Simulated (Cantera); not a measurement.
**Transport properties of process gases**

Gas mixture: 32.5 % N2, 14.2 % CH4, 53.3 % C2H2, at 1.00 atm, frozen composition.

Cantera's kinetic-theory transport with the Lennard-Jones parameters of GRI-Mech 3.0, ideal gas; thermal conductivity in the multicomponent form. The composition is frozen, though it would react at the higher temperatures.

```csv
T (K),ρ (kg/m³),cp (J/kg/K),μ (µPa s),λ (mW/m/K),Pr,D (cm²/s) H,D (cm²/s) CH4,D (cm²/s) CH3
400,0.770,1666,16.2,36.6,0.737,1.73,0.324,0.333
650,0.474,1961,23.4,62.4,0.736,4.05,0.759,0.780
900,0.342,2188,29.4,87.8,0.733,7.07,1.32,1.36
1150,0.268,2371,34.8,113,0.731,10.7,2.00,2.06
1400,0.220,2513,39.6,136,0.730,14.9,2.78,2.86
1650,0.187,2622,44.1,159,0.729,19.5,3.66,3.76
1900,0.162,2707,48.4,180,0.728,24.7,4.63,4.75
2150,0.143,2774,52.5,200,0.727,30.3,5.68,5.84
```
D: mixture-averaged diffusion coefficient of that species in the mixture.
